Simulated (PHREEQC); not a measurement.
A column of 0.1 m (40 cells, dispersivity 0.005 m, 720 s a shift, diffusion coefficient 3e-10 m²/s) holds 0.12 eq of the database's cation exchanger X per kg of pore water, first in equilibrium with 0.012 mol/kgw MgCl2, 0.0062 mol/kgw KCl and 1e-05 mol/kgw HCl. It is flushed with 0.0011 mol (NH4)2SO4, 0.09 mol KBr, 0.038 mol MgSO4 and 1e-05 mol HCl per kg of water, at 40 °C. Values are for the last cell. The system is closed to CO2. Nothing may precipitate in this run.

Base run: PHREEQC, ion-association model, phreeqc.dat. Each further column changes one thing. The table gives NH4 in solution (mol/kgw).

| pore volumes | base | exchange capacity from 0.12 to 0.06 eq/kgw | dispersivity from 0.005 to 0.01 m |
|---|---|---|---|
| 0 | 0 | 0 | 0 |
| 0.5125 | 5.21e-10 | 1.49e-7 | 3.85e-7 |
| 0.8875 | 1.74e-5 | 0.000156 | 0.000100 |
| 1.387 | 0.000573 | 0.00129 | 0.000765 |
| 1.762 | 0.00129 | 0.00189 | [?] |
| 2.263 | 0.00190 | [?] | 0.00180 |
| 2.638 | 0.00209 | 0.00218 | [?] |
| 3.138 | 0.00217 | 0.00220 | 0.00212 |
| 3.513 | 0.00219 | 0.00220 | 0.00216 |
| 4.013 | 0.00220 | 0.00220 | 0.00218 |

**Question.** Fill in the missing entries.

**Answer.** 
- 1.762, dispersivity from 0.005 to 0.01 m: 0.00132
- 2.263, exchange capacity from 0.12 to 0.06 eq/kgw: 0.00214
- 2.638, dispersivity from 0.005 to 0.01 m: 0.00199

Away from 25 °C the constants follow the database's enthalpies or fits; those with neither stay at their 25 °C values.
